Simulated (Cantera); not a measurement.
# Counterflow diffusion flame

A counterflow diffusion flame at 2.76 atm, nozzles 20 mm apart: fuel side CH4 : H2 = 1 : 0.05 (molar parts) at 423 K, oxidiser side O2 : N2 = 0.2 : 0.8 (molar parts) at 823 K, fuel mass flux 1.2 times the oxidiser's; mixture-averaged transport, no radiation.

Model: GRI-Mech 3.0 (53 species, 325 reactions), integrated in Cantera. GRI-Mech 3.0 has no aromatics or soot, which form on the fuel side of real flames. The maximum strain rate includes the flame's own expansion and is several times the mean.

```csv
oxidiser flux (kg/m²/s),max strain (1/s),mean strain (1/s),T max (K),peak x OH,peak x H,peak x NO,peak x CO,peak x C2H2
1.7,650,155,2292,0.00930,0.00374,0.000394,0.0558,0.0160
2.3,859,210,2279,0.00940,0.00392,0.000364,0.0548,0.0150
3.1,1130,283,2266,0.00948,0.00409,0.000334,0.0540,0.0141
4.2,1500,384,2252,0.00949,0.00426,0.000301,0.0533,0.0132
5.6,1960,512,2238,0.00944,0.00439,0.000267,0.0528,0.0122
7.6,2600,695,2220,0.00929,0.00450,0.000227,0.0523,0.0111
10,3360,914,2201,0.00906,0.00455,0.000190,0.0520,0.0101
14,4610,1280,2173,0.00864,0.00455,0.000144,0.0519,0.00877
```
x: mole fraction; the columns are a selection and need not sum to one.
